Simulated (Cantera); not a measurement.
Feed: 1 mol Cu, a varied amount of F2, 2.2 mol H2, equilibrated at 0.100 bar.

Cantera equilibrium calculation (NASA polynomials, part measured and part estimated; ideal gas, pure solids and liquids). Candidate condensed phases: Cu, CuF2; 15 gas species. Mutual solubility and eutectic melting of coexisting phases are not modelled. Rates play no part.

Stable condensed phases, one row left out:

```
T in °C \ n(F2) in mol
         0.47 0.58 0.71 0.88  1.1  1.3  1.6    2  2.5    3  3.7  4.6
   1227     A    A    A    A    A    A    A    A    A    B    B    B
   1202     A    A    A    A    A    A    A    A    A    B    B    B
   1177     A    A    A    A    A    A    A    A    A    B    B    B
   1152     A    A    A    A    A    A    A    A    A    B    B    B
   1127     A    A    A    A    A    A    A    A    A    B    B    B
   1102     A    A    A    A    A    A    A    A    A    B    C    C
   1077     A    A    A    A    A    A    A    A    A    C    C    C
   1052     A    A    A    A    A    A    A    A    A    C    C    C
   1002     A    A    A    A    A    A    A    A    D    D    C    C
    977     A    A    A    A    A    A    A    A    D    D    C    C
```

A: Cu; B: gas only; C: CuF2; D: Cu + CuF2.

Give the row for 1027 °C.

0.47: Cu; 0.58: Cu; 0.71: Cu; 0.88: Cu; 1.1: Cu; 1.3: Cu; 1.6: Cu; 2: Cu; 2.5: Cu; 3: Cu + CuF2; 3.7: CuF2; 4.6: CuF2.
